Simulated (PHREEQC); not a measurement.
Consider water at 25 °C with 25 mmol/kgw NaHS. Closed to the air; pH follows from the charge balance.

All values are PHREEQC results (ion-association model, wateq4f.dat), not measurements.

```yaml
pH: 9.53
ionic_strength: 0.0250 mol/kgw
total_alkalinity: 25.0 meq/kg
```

```tsv
species	molality	activity	log γ
Na+	0.0250	0.0215	-0.065
HS-	0.0249	0.0213	-0.068
H2S	5.50e-5	5.53e-5	0.003
OH-	3.94e-5	3.37e-5	-0.068
S-2	1.56e-5	8.66e-6	-0.256
```

This is a speciation only: nothing precipitates in the calculation. The polysulfide entries of wateq4f.dat were taken out for this run.
